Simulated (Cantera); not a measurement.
A closed system holds: 1 mol Si(CH3)4, 0.14 mol C2H4, 8.7 mol H2, at 1775 K and 1400 Pa.

Equilibrium computed with Cantera from the NASA thermochemical tables; the gas is ideal and each condensed phase is pure. Candidate condensed phases: C, C6H6, C7H8, C8H18, Si, SiC; 87 gas species. Kinetics and transport are ignored.

Base state: H2 0.997, H 0.00244, C2H2 (acetylene) 0.000142, CH4 1.17e-5 (mole fractions); condensed: C(graphite) + SiC(s).

**Question.** What changes in the equilibrium state with this change: Si(CH3)4 replaced by SiCl4?

**Answer.** 
```tsv
species	before	after
H2	0.997	0.700
HCl	0	0.231
SiCl2	0	0.0641
SiCl3	0	0.00118
Cl	0	0.000520
SiCl	0	0.000135
SiCl4	0	3.70e-5
C(graphite), mol	3.28	0
SiC(s), mol	1.000	0.280
```
The tables' values for SiCl3, SiCl are old estimates; treat these amounts as uncertain.
